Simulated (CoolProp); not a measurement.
Vapour-liquid equilibrium of R152A (1) + isobutene (2) at 0.00497 MPa; x and y are mole fractions of (1).

Computed with CoolProp (multi-fluid Helmholtz-energy mixture model, Outcalt 1996 and Lemmon 2005; pair parameters Bell 2016).

| x | bubble temperature, mixture model (K) | bubble temperature, Raoult's law (K) | y, mixture model | y, Raoult's law |
|---|---|---|---|---|
| 0.05 | 203.4 | 207.4 | 0.323 | 0.104 |
| 0.125 | 199.7 | 206.3 | 0.517 | 0.239 |
| 0.2 | 197.9 | 205.2 | ___ | 0.355 |
| 0.275 | 197.0 | 204.2 | 0.642 | 0.456 |
| 0.35 | ___ | 203.3 | 0.666 | 0.544 |
| 0.425 | 196.2 | 202.4 | 0.682 | 0.621 |
| 0.5 | 196.1 | 201.6 | 0.694 | 0.690 |
| 0.575 | 195.9 | 200.9 | 0.705 | 0.751 |
| 0.65 | 195.9 | 200.2 | 0.718 | 0.805 |
| 0.725 | 195.8 | 199.5 | ___ | 0.855 |
| 0.8 | 195.8 | 198.9 | 0.767 | 0.899 |
| 0.875 | 196.0 | 198.2 | 0.816 | 0.940 |
| 0.95 | ___ | 197.7 | ___ | 0.977 |

### Question
Fill in the missing entries.

### Answer

- 0.2, y, mixture model: 0.599
- 0.35, bubble temperature, mixture model (K): 196.5
- 0.725, y, mixture model: 0.737
- 0.95, bubble temperature, mixture model (K): 196.6
- 0.95, y, mixture model: 0.903

The largest gap from Raoult's law is -7.3 K in bubble temperature, at x = 0.2. y crosses x between x = 0.725 and 0.8: the model has an azeotrope there.

The pair parameters rest on a limited set of measurements; away from them the model extrapolates.
